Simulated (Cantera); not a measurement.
Cantera run:

```python
import numpy as np
import cantera as ct

gas_names = [...]  # 123 gases of nasa_gas.yaml made of C, H, O, Si
cond_names = """
    C(gr) C6H6(L) C7H8(L) C8H18(L),n-octa H2O(s) H2O(L) Si(cr) Si(L) SiC(b) SiO2(Lqz) SiO2(hqz) SiO2(L)
""".split()


# ... load() reads the species with a 1 bar reference pressure and builds the phases ...
atoms = {
    'SiC': {'Si': 1, 'C': 1},
    'H2O': {'H': 2, 'O': 1},
    'H2': {'H': 2},
}
top_T = {'C(gr)': 4500, 'SiC(b)': 3050}  # K; cautious upper limits of use, not melting points


# ... equilibrate(T, P, feed) seeds the gas with the atoms and calls Mixture.equilibrate('TP', solver="vcs", rtol=1e-11, max_steps=5000) ...
results = []
feed = {'SiC': 1, 'H2O': 0.002, 'H2': 1}  # mol
P = 13332.2  # Pa
for T in [973, 1073, 1173, 1273, 1373, 1473, 1573, 1673, 1773, 1873, 1973, 2073, 2173, 2273]:
    mix = equilibrate(T, P, feed)
    results.append((T, P, feed, dict(zip(mix.species_names, mix.species_moles))))

top = {s: max(r[3][s] / sum(r[3][g] for g in gas_names) for r in results) for s in gas_names}
cols = sorted((s for s in top if top[s] > 0.0001), key=lambda s: -top[s])[:8]
seen = [c for c in cond_names if any(r[3].get(c, 0) > 1e-12 for r in results)]
print("log10 of partial pressures in bar; condensed amounts in mol")
print(f"{'T/K':>10s}" + "".join(f"{s[:9]:>10s}" for s in cols + seen))
for T, P, feed, n in results:
    ng = sum(n[g] for g in gas_names)
    print(f"{T:10.4g}" + "".join(f"{np.log10(max(n[s] / ng * P / 1e5, 1e-99)):10.3f}" for s in cols)
          + "".join(f"{n.get(c, 0):10.4g}" for c in seen))
```

It prints:

```
log10 of partial pressures in bar; condensed amounts in mol
       T/K        H2         H        Si        CO       SiO       CH4 C2H2,acet       SiH    SiC(b) SiO2(hqz)
       973    -0.876    -9.404   -18.682    -9.195   -10.928    -3.876   -12.611   -17.167     0.999     0.001
      1073    -0.876    -8.291   -16.523    -7.005    -9.232    -3.876   -10.594   -15.390     0.999 0.0009996
      1173    -0.876    -7.366   -14.708    -5.232    -7.818    -3.905    -8.975   -13.893     0.999 0.0009776
      1273    -0.875    -6.585   -12.830    -4.268    -6.454    -4.283    -8.315   -12.283    0.9992 0.0007949
      1373    -0.875    -5.915   -10.811    -4.071    -5.086    -5.022    -8.584   -10.494    0.9993 0.0006481
      1473    -0.876    -5.336    -9.075    -3.893    -3.910    -5.655    -8.804    -8.957     0.999 5.225e-05
      1573    -0.876    -4.829    -7.986    -3.880    -3.875    -5.782    -8.148    -8.042     0.999         0
      1673    -0.876    -4.382    -7.039    -3.879    -3.876    -5.883    -7.550    -7.249     0.999         0
      1773    -0.876    -3.984    -6.201    -3.876    -3.878    -5.971    -7.018    -6.547     0.999         0
      1873    -0.877    -3.629    -5.459    -3.868    -3.887    -6.043    -6.531    -5.928     0.999         0
      1973    -0.878    -3.309    -4.815    -3.841    -3.917    -6.087    -6.054    -5.394    0.9989         0
      2073    -0.879    -3.020    -4.285    -3.778    -4.010    -6.076    -5.519    -4.965    0.9987         0
      2173    -0.882    -2.758    -3.890    -3.689    -4.232    -5.983    -4.867    -4.662    0.9982         0
      2273    -0.887    -2.519    -3.577    -3.631    -4.552    -5.855    -4.180    -4.435     0.997         0
```

Cantera equilibrium calculation (NASA polynomials, part measured and part estimated; ideal gas, pure solids and liquids). Mutual solubility and eutectic melting of coexisting phases are not modelled. The tables hold silica as quartz up to 1696 K and as liquid above; real silica turns to tridymite and cristobalite and melts near 1996 K. Gases not in the tables: Si2H6 and higher silanes.
